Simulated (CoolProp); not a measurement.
Vapour-liquid equilibrium of C3F8 (R218) (1) + R134a (2) at -60.95 °C; x and y are mole fractions of (1).

Values from CoolProp's multi-fluid Helmholtz-energy mixture model, Lemmon 2006 and Tillner-Roth 1994; pair parameters Bell 2016.

```csv
x,"bubble pressure, mixture model (bar)","bubble pressure, Raoult's law (bar)","y, mixture model","y, Raoult's law"
0.05,0.2227,0.1566,0.356,0.093
0.2,0.3214,0.1781,0.593,0.329
0.35,0.3459,0.1995,0.641,0.513
0.5,0.3516,0.2210,0.657,0.662
0.65,0.3538,0.2424,0.674,0.784
0.8,0.3505,0.2639,0.721,0.887
0.95,0.3191,0.2854,0.877,0.974
```

The largest gap from Raoult's law is +80.5 % in bubble pressure, at x = 0.2. y crosses x between x = 0.65 and 0.8: the model has an azeotrope there.

Pair parameters are fitted to limited data, so mixtures are less certain than the pure fluids. With so large a gap from Raoult's law the liquid may split in two, which this calculation doesn't test in full.
